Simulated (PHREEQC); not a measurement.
Solution (25 °C): 0.0036 mol/kgw NiSO4, 0.3 mol/kgw H3BO3 and 4.6e-05 mol/kgw MnSO4. Closed to the air; pH follows from the charge balance.

Equilibrium calculation in PHREEQC: ion-association model, wateq4f.dat.

Precipitation was switched off in this run.

Order these S species by the share of S that they hold, largest first: SO4-2, NiSO4, MnSO4.

SO4-2 (81 %), NiSO4 (19 %), MnSO4 (0.23 %)

The pH is 4.91 and the ionic strength 0.0118 mol/kgw.
